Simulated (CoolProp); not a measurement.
Ethanol at several states: fugacity coefficient from the reference equation and from simpler models built on Tc = 514.7 K, pc = 62.68 bar, ω = 0.644; each cubic takes its own stable root.

Computed with CoolProp (reference Helmholtz-energy equation of state, Schroeder 2014).

```json
[
 {"T (K)": "565.4", "p (bar)": "6.02", "phase": "gas", "reference": "0.9819", "van der Waals": "0.9774", "Redlich-Kwong": "0.9753", "Soave-Redlich-Kwong": "0.9782"},
 {"T (K)": "177.6", "p (bar)": "2.54", "phase": "liquid", "reference": "1.247e-7", "van der Waals": "0.03412", "Redlich-Kwong": "5.322e-5", "Soave-Redlich-Kwong": "2.532e-8"},
 {"T (K)": "379.2", "p (bar)": "5.93", "phase": "liquid", "reference": "0.4391", "van der Waals": "0.9426", "Redlich-Kwong": "0.9247", "Soave-Redlich-Kwong": "0.4504"},
 {"T (K)": "381.6", "p (bar)": "4.7", "phase": "liquid", "reference": "0.5958", "van der Waals": "0.9551", "Redlich-Kwong": "0.9413", "Soave-Redlich-Kwong": "0.6109"},
 {"T (K)": "347", "p (bar)": "322", "phase": "liquid", "reference": "0.005010", "van der Waals": "0.09251", "Redlich-Kwong": "0.02695", "Soave-Redlich-Kwong": "0.005736"}
]
```

At some of these states van der Waals, Redlich-Kwong gives the other phase, because its saturation line lies elsewhere.
